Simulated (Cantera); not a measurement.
Cantera with NASA thermochemical tables; ideal gases at 1 bar, condensed phases pure. Values are per mole of reaction as written; species without (g) are pure solids or liquids, kept so even where they would boil at 1 bar.

2 F(g) + Ca(g) ⇌ CaF2

```csv
T (K),ΔH° (kJ),ΔS° (J/K),ΔG° (kJ),log10 K,condensed phases
300,-1562.5,-403.8,-1441.3,250.95,CaF2(s)
1073,[?],[?],[?],[?],CaF2(s)
1173,-1546.4,-382.8,-1097.3,48.86,CaF2(s)
1273,[?],[?],[?],[?],CaF2(s)
1373,-1539.1,-377.2,-1021.3,38.85,CaF2(s)
1473,-1529.3,-370.3,-983.9,34.89,CaF2(s)
1573,-1523.2,-366.3,-947.1,31.45,CaF2(s)
1673,-1517.0,-362.4,-910.7,28.43,CaF2(s)
1773,-1483.1,-342.4,-876.0,25.81,CaF2(l)
1873,[?],[?],[?],[?],CaF2(l)
1973,-1475.6,-338.4,-807.9,21.39,CaF2(l)
```

Question: What belongs in the gaps?

Answer: 
- 1073, ΔH° (kJ): -1549.5
- 1073, ΔS° (J/K): -385.6
- 1073, ΔG° (kJ): -1135.7
- 1073, log10 K: 55.29
- 1273, ΔH° (kJ): -1542.9
- 1273, ΔS° (J/K): -380.0
- 1273, ΔG° (kJ): -1059.2
- 1273, log10 K: 43.46
- 1873, ΔH° (kJ): -1479.4
- 1873, ΔS° (J/K): -340.4
- 1873, ΔG° (kJ): -841.8
- 1873, log10 K: 23.48
